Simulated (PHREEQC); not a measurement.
0.064 g of hydrous ferric oxide (600 m²/g; 0.2 weak and 0.005 strong sites per Fe, Dzombak-Morel constants, diffuse double layer) in 1 kg of water with 0.001 mol/kgw of an inert sodium salt and 5e-07 mol Ag2SO4, at 25 °C; the pH is set by adding NaOH or the inert anion's acid. O2 is buffered at 0.21 atm. CO2 from the air is kept out. Nothing may precipitate in this run.

Computed with PHREEQC (ion-association model, wateq4f.dat).

```tsv
pH	S sorbed (%)	Ag sorbed (%)	surface charge σ (C/m²)
3	100.0	0.0	0.251
3.5	100.0	0.0	0.173
4	100.0	0.0	0.117
4.5	99.9	0.1	…
5	99.7	0.5	0.050
5.5	…	1.6	0.031
6	86.8	4.8	…
6.5	44.5	13.5	0.011
7	8.4	31.9	0.006
7.5	1.0	57.8	0.003
8	0.1	80.1	0.000
8.5	0.0	92.4	-0.002
9	0.0	97.4	-0.004
9.5	0.0	99.2	-0.009
10	0.0	99.7	-0.015
10.5	0.0	99.9	…
11	0.0	100.0	-0.054
```

What belongs in the gaps?


- 4.5, surface charge σ (C/m²): 0.077
- 5.5, S sorbed (%): 98.0
- 6, surface charge σ (C/m²): 0.019
- 10.5, surface charge σ (C/m²): -0.028

Complexes and solids missing from the database can't appear. The oxide is taken as insoluble; below pH 4 it would dissolve.
